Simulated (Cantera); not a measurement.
Equilibrium for metals in furnace atmospheres: Cu + O2 + CO

A closed system holds: 1 mol Cu, 0.068 mol O2, 13 mol CO, at 2700 Torr.

These are equilibrium values from Cantera (NASA tables, ideal gas, pure condensed phases), not measurements of a reactor. Candidate condensed phases: C, Cu, CuO, Cu2O; 15 gas species. Kinetics and transport are ignored.

```tsv
T (°C)	log p CO	log p CO2	log p Cu	log p Cu2	n C(graphite)	n Cu(s)	n Cu(l)
625	-0.15	0.46	<-11	<-11	5.72	1.00	0
700	0.16	0.33	-11.29	<-11	4.76	1.00	0
775	0.37	0.09	-10.01	<-11	3.23	1.00	0
850	0.48	-0.25	-8.90	<-11	1.63	1.00	0
925	0.53	-0.65	-7.93	<-11	0.627	1.00	0
1000	0.55	-1.05	-7.08	-11.29	0.180	1.00	0
1075	0.55	-1.42	-6.33	-10.22	0	1.000	0
1150	0.55	-1.42	-5.68	-9.32	0	0	1.000
1225	0.55	-1.42	-5.10	-8.51	0	0	1.000
1300	0.55	-1.42	-4.58	-7.79	0	0	1.000
1375	0.55	-1.42	-4.10	-7.13	0	0	1.000
1450	0.55	-1.42	-3.67	-6.54	0	0	0.999
1525	0.55	-1.42	-3.28	-6.00	0	0	0.998
1600	0.55	-1.42	-2.91	-5.50	0	0	0.996
```
log p: log10 of the partial pressure in bar; n: condensed amount in mol.

From 625 °C to 1000 °C the condensed part is C(graphite) + Cu(s). At 1075 °C the condensed part is Cu(s). From 1150 °C to 1600 °C the condensed part is Cu(l).
